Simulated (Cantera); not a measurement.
Hydrocarbon pyrolysis for carbon deposition

An isothermal, constant-pressure homogeneous reactor starts with CH4 : H2 = 1 : 3.3 (molar parts), at 1973 K and 51.0 Torr.

Detailed kinetics in Cantera: GRI-Mech 3.0 (53 species, 325 reactions). GRI-Mech 3.0 stops at C3 and has no aromatics, soot or wall deposition, so with more carbon than oxygen in the feed, carbon stays in small species such as C2H2 where larger ones or solid carbon would form.

```json
[
 {"t (s)": "3.00e-5", "x CH4": "0.232", "x H2": "0.767", "x H": "0.000107", "x C2H4": "8.57e-7", "x CH2": "7.21e-8"},
 {"t (s)": "0.000108", "x CH4": "0.230", "x H2": "0.767", "x H": "0.000366", "x C2H4": "4.65e-5", "x CH2": "9.80e-7"},
 {"t (s)": "0.000390", "x CH4": "0.219", "x H2": "0.770", "x H": "0.00131", "x C2H4": "0.00156", "x CH2": "8.79e-6"},
 {"t (s)": "0.00140", "x CH4": "0.148", "x H2": "0.809", "x H": "0.00273", "x C2H4": "0.00393", "x CH2": "1.92e-5"},
 {"t (s)": "0.00506", "x CH4": "0.0578", "x H2": "0.866", "x H": "0.00329", "x C2H4": "0.000708", "x CH2": "1.26e-5"},
 {"t (s)": "0.0182", "x CH4": "0.0144", "x H2": "0.893", "x H": "0.00407", "x C2H4": "9.67e-5", "x CH2": "6.13e-6"},
 {"t (s)": "0.0658", "x CH4": "0.00288", "x H2": "0.899", "x H": "0.00475", "x C2H4": "4.73e-5", "x CH2": "1.92e-6"},
 {"t (s)": "0.237", "x CH4": "0.000698", "x H2": "0.901", "x H": "0.00493", "x C2H4": "4.50e-5", "x CH2": "5.21e-7"},
 {"t (s)": "0.854", "x CH4": "0.000334", "x H2": "0.901", "x H": "0.00495", "x C2H4": "4.49e-5", "x CH2": "2.53e-7"},
 {"t (s)": "3.08", "x CH4": "0.000319", "x H2": "0.901", "x H": "0.00495", "x C2H4": "4.49e-5", "x CH2": "2.43e-7"},
 {"t (s)": "11.1", "x CH4": "0.000319", "x H2": "0.901", "x H": "0.00495", "x C2H4": "4.49e-5", "x CH2": "2.43e-7"},
 {"t (s)": "40.0", "x CH4": "0.000319", "x H2": "0.901", "x H": "0.00495", "x C2H4": "4.49e-5", "x CH2": "2.43e-7"}
]
```
x: mole fraction; the columns are a selection and need not sum to one.

Equilibrium at this temperature and pressure: CH4 0.000320, H2 0.901, H 0.00495, C2H4 4.49e-5, CH2 2.43e-7 (gas phase only).
